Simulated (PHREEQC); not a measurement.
A column of 0.2 m (30 cells, dispersivity 0.01 m, 60 s a shift, diffusion coefficient 3e-10 m²/s) holds 0.021 eq of the database's cation exchanger X per kg of pore water, first in equilibrium with 0.014 mol/kgw MnCl2, 0.024 mol/kgw ZnSO4 and 1e-05 mol/kgw HCl. It is flushed with 0.065 mol KBr and 1e-05 mol HCl per kg of water, at 25 °C. Values are for the last cell. No CO2 enters from the air. Precipitation was switched off in this run.

Model: ion-association model, phreeqc.dat, run in PHREEQC.

```
pore volumes  Br in solution (mol/kgw)  K in solution (mol/kgw)  S in solution (mol/kgw)  Cl in solution (mol/kgw)  Mn in solution (mol/kgw)  ZnX2 on the exchanger (mol/kgw)  MnX2 on the exchanger (mol/kgw)
------------  ------------------------  -----------------------  -----------------------  ------------------------  ------------------------  -------------------------------  -------------------------------
0                                    0                        0                   0.0240                    0.0280                    0.0140                          0.00789                          0.00261
0.3167                         4.01e-6                  1.02e-7                   0.0240                    0.0280                    0.0140                          0.00789                          0.00261
0.7167                          0.0117                  0.00316                   0.0197                    0.0230                    0.0128                          0.00764                          0.00242
1.017                           0.0379                   0.0187                   0.0100                    0.0117                   0.00854                          0.00624                          0.00172
1.317                           0.0553                   0.0377                  0.00359                   0.00420                   0.00433                          0.00430                         0.000981
1.717                           0.0631                   0.0535                 0.000687                  0.000811                   0.00144                          0.00226                         0.000384
2.017                           0.0645                   0.0592                 0.000177                  0.000216                  0.000589                          0.00128                         0.000172
2.317                           0.0649                   0.0622                  4.30e-5                   6.02e-5                  0.000233                         0.000687                          7.18e-5
2.717                           0.0650                   0.0640                  6.20e-6                   1.72e-5                   6.49e-5                         0.000276                          2.07e-5
3.017                           0.0650                   0.0645                  1.41e-6                   1.16e-5                   2.41e-5                         0.000133                          7.81e-6
```

Species that the database lacks are ignored.
